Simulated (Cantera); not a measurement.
Charge: 1 mol SiCl₄, 7.5 mol H₂, held at 1350 °C and 100000 Pa.

Method: chemical equilibrium by Gibbs-energy minimisation in Cantera with the NASA 1993 tables (ideal gas, pure condensed phases). The tables' values for SiCl₃ are old estimates; treat these amounts as uncertain. Rates play no part.

```tsv
species	before	after
H₂	0.720	0.799
HCl	0.172	0.0863
SiCl₄	0.0100	0.0507
SiCl₂	0.0730	0.0204
SiHCl₃	0.00653	0.0269
SiCl₃	0.0177	0.0144
Cl	1.10e-5	1.92e-7
H	5.87e-5	2.13e-6
SiH₂Cl₂	0.000717	0.00208
SiH₃Cl	2.36e-5	4.57e-5
```
Gas species are given as mole fractions.

Question: What was changed between the two runs?
(A) pressure from 100000 Pa to 13300 Pa
(B) SiCl₄ replaced by SiHCl₃
(C) temperature from 1350 °C to 1077 °C
(D) H₂ from 7.5 to 210 mol

Answer: C, temperature from 1350 °C to 1077 °C
